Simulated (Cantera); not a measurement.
**Iron carbonyl, mercury and lead vapours: PbO + CO + N2**

Charge: 1 mol PbO, 0.27 mol CO, 0.11 mol N2, equilibrated at 8900 Pa.

Method: chemical equilibrium by Gibbs-energy minimisation in Cantera with the NASA 1993 tables (ideal gas, pure condensed phases). Candidate condensed phases: C, Pb, PbO, PbO2, Pb3O4; 27 gas species. Each liquid is taken as pure. Mutual solubility and eutectic melting of coexisting phases are not modelled. Equilibrium is a limit: real reactors are often held back by kinetics, nucleation or transport.

From 875 K to 1150 K the condensed part is Pb(l) + PbO(yellow). From 1175 K to 1200 K the condensed part is Pb(l) + PbO(l). The main Pb-bearing gas is Pb throughout.

```tsv
T (K)	log p CO2	log p N2	log p Pb	log p PbO	log p CO	log p Pb2	log p NO	n Pb(l)	n PbO(yellow)	n PbO(l)
875	-1.20	-1.59	-6.17	-8.59	-5.67	-12.61	<-13	0.270	0.730	0
900	-1.20	-1.59	-5.86	-8.13	-5.56	-12.09	-12.93	0.270	0.730	0
925	-1.20	-1.59	-5.57	-7.69	-5.46	-11.60	-12.45	0.270	0.730	0
950	-1.20	-1.59	-5.30	-7.28	-5.37	-11.14	-11.99	0.270	0.730	0
975	-1.20	-1.59	-5.04	-6.89	-5.27	-10.71	-11.55	0.270	0.730	0
1000	-1.20	-1.59	-4.79	-6.52	-5.19	-10.29	-11.14	0.270	0.730	0
1025	-1.20	-1.59	-4.56	-6.16	-5.11	-9.90	-10.74	0.270	0.730	0
1050	-1.20	-1.59	-4.33	-5.83	-5.03	-9.53	-10.37	0.270	0.730	0
1075	-1.20	-1.59	-4.12	-5.51	-4.95	-9.17	-10.01	0.270	0.730	0
1100	-1.20	-1.59	-3.92	-5.21	-4.88	-8.83	-9.67	0.269	0.730	0
1125	-1.20	-1.59	-3.72	-4.92	-4.81	-8.51	-9.34	0.269	0.730	0
1150	-1.20	-1.59	-3.54	-4.64	-4.74	-8.20	-9.03	0.269	0.730	0
1175	-1.20	-1.59	-3.36	-4.39	-4.67	-7.90	-8.75	0.268	0	0.730
1200	-1.20	-1.59	-3.19	-4.17	-4.58	-7.62	-8.49	0.267	0	0.730
```
log p: log10 of the partial pressure in bar; n: condensed amount in mol.
